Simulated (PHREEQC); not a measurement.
PHREEQC input (ion-association model, wateq4f.dat):

```
SOLUTION_MASTER_SPECIES
  An  An-  0  An  62.0  # stands for a non-complexing anion
SOLUTION_SPECIES
  An- = An-
    -log_k 0
    -gamma 3.0 0
PHASES
  Fix_H+
    H+ = H+
    -log_k 0
SOLUTION 1
  temp 25
  units mmol/kgw
  pH 7 charge
  F 0.013
  Na 50.013
  An 50
END
SELECTED_OUTPUT 1
  -reset false
  -pH true
  -pe true
  -ionic_strength true
  -water true
  -totals F Na
  -molalities Hfo_wOH Hfo_wOH2+ Hfo_wO- Hfo_sOH Hfo_sOH2+ Hfo_sO- Hfo_wF Hfo_wOHF-
USER_PUNCH 1
  -headings sigma psi
  10 PUNCH EDL("sigma", "Hfo"), EDL("psi", "Hfo")
PRINT
  -reset false
USE solution 1
SURFACE 1
  Hfo_wOH 0.00426966 600 1.9
  Hfo_sOH 0.000106742
EQUILIBRIUM_PHASES 1
  Fix_H+ -3 HAn 10
    -force_equality true
  O2(g) -0.68 10
END
# ... the last block is repeated for the other 12 points of pH, with NaOH or the acid as the point needs
```

Selected output (columns that matter, 13 of 13 rows; pH added in front):

```
pH	mu	F	Na	m_Hfo_wOH	m_Hfo_wOH2+	m_Hfo_wO-	m_Hfo_sOH	m_Hfo_sOH2+	m_Hfo_sO-	m_Hfo_wF	m_Hfo_wOHF-	sigma	psi
3	0.053294	4.4363e-07	0.050013	0.00014658	0.0041104	1.1975e-07	3.6754e-06	0.00010306	3.0026e-09	1.19e-05	6.5609e-07	0.35658	0.16813
3.67	0.052175	2.9304e-07	0.050013	0.00052347	0.0037318	1.6822e-06	1.3126e-05	9.3574e-05	4.218e-08	1.0442e-05	2.2646e-06	0.32346	0.16368
4.33	0.051596	3.4948e-07	0.050013	0.0012464	0.0029987	1.1868e-05	3.1253e-05	7.5192e-05	2.9758e-07	7.7014e-06	4.9491e-06	0.25874	0.15255
5	0.051095	6.0794e-07	0.050013	0.0020707	0.0021407	4.5884e-05	5.1917e-05	5.3674e-05	1.1504e-06	4.9657e-06	7.4263e-06	0.18113	0.13461
5.67	0.050694	1.3123e-06	0.050013	0.0026956	0.0014474	0.000115	6.7574e-05	3.6285e-05	2.883e-06	3.0127e-06	8.675e-06	0.11487	0.11181
6.33	0.05041	3.0461e-06	0.050013	0.00305	0.00099566	0.00021404	7.6429e-05	2.495e-05	5.3635e-06	1.7352e-06	8.2187e-06	0.067122	0.085551
7	0.050215	6.476e-06	0.050013	0.003212	0.00072517	0.00032593	8.0424e-05	1.8157e-05	8.1607e-06	8.3124e-07	5.6928e-06	0.034157	0.05539
7.67	0.050083	1.0188e-05	0.050013	0.0032679	0.00056888	0.00043005	8.1752e-05	1.4232e-05	1.0758e-05	2.8454e-07	2.5273e-06	0.011831	0.022435
8.33	0.050049	1.2116e-05	0.050083	0.0032751	0.00046368	0.00052995	8.1896e-05	1.1595e-05	1.3252e-05	7.4193e-08	8.1027e-07	-0.0058179	-0.011298
9	0.050178	1.2755e-05	0.050332	0.003243	0.00036337	0.00066303	8.108e-05	9.0849e-06	1.6577e-05	1.6531e-08	2.2811e-07	-0.026018	-0.044924
9.67	0.050395	1.293e-05	0.05072	0.0031297	0.00025301	0.00088687	7.8243e-05	6.3254e-06	2.2172e-05	3.4559e-09	6.6097e-08	-0.055	-0.076172
10.33	0.050852	1.2978e-05	0.051428	0.002852	0.00014661	0.0012709	7.13e-05	3.6653e-06	3.1774e-05	6.9088e-10	2.0779e-08	-0.09755	-0.10358
11	0.052186	1.2993e-05	0.053126	0.0023077	6.4291e-05	0.0018976	5.7692e-05	1.6073e-06	4.7439e-05	1.1933e-10	6.6222e-09	-0.15906	-0.12748
```

The oxide is taken as insoluble; below pH 4 it would dissolve.
